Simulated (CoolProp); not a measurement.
A closed Brayton cycle with carbon dioxide: compressor inlet 332.15 K and 9.7 MPa, high pressure 25 MPa, turbine inlet 845 K, compressor efficiency 0.8, turbine efficiency 0.93, recuperator effectiveness 0.8 (on enthalpy, no pinch check). Each further row changes one setting.

The numbers come from the reference Helmholtz-energy equation of state, Span 1996 in CoolProp.

| case | thermal efficiency (%) | net work (kJ/kg) | compressor to turbine work | compressor exit (K) | turbine exit (K) |
|---|---|---|---|---|---|
| as stated | 28.8 | 82.0 | 0.38 | 409.3 | 725.7 |
| turbine inlet 795 K | … | 73.1 | 0.41 | 409.3 | 680.0 |
| compressor inlet 342.15 K | … | 75.0 | 0.43 | 427.1 | 725.7 |
| high pressure 21.2 MPa | 26.9 | 70.8 | 0.36 | … | 746.0 |
| recuperator effectiveness 0.5 | 20.7 | 82.0 | 0.38 | 409.3 | 725.7 |

Complete the blanks.


- turbine inlet 795 K, thermal efficiency (%): 27.6
- compressor inlet 342.15 K, thermal efficiency (%): 27.8
- high pressure 21.2 MPa, compressor exit (K): 395.5
